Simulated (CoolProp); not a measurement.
A closed Brayton cycle with carbon dioxide: compressor inlet 332.15 K and 9.1 MPa, high pressure 31 MPa, turbine inlet 925 K, compressor efficiency 0.89, turbine efficiency 0.9, recuperator effectiveness 0.8 (on enthalpy, no pinch check). Each further row changes one setting.

The numbers come from the reference Helmholtz-energy equation of state, Span 1996 in CoolProp.

```
case                           thermal efficiency (%)  net work (kJ/kg)  compressor to turbine work  compressor exit (K)  turbine exit (K)
-----------------------------  ----------------------  ----------------  --------------------------  -------------------  ----------------
as stated                                           …               114                        0.37                434.0             768.6
turbine inlet 875 K                              32.1               103                           …                434.0             723.9
compressor inlet 342.15 K                        32.3               107                        0.41                451.6             768.6
high pressure 26.3 MPa                              …               103                        0.35                420.0             788.7
recuperator effectiveness 0.5                    24.8               114                        0.37                434.0             768.6
```

### Question
Complete the blanks.

### Answer

- as stated, thermal efficiency (%): 33.3
- turbine inlet 875 K, compressor to turbine work: 0.39
- high pressure 26.3 MPa, thermal efficiency (%): 31.8
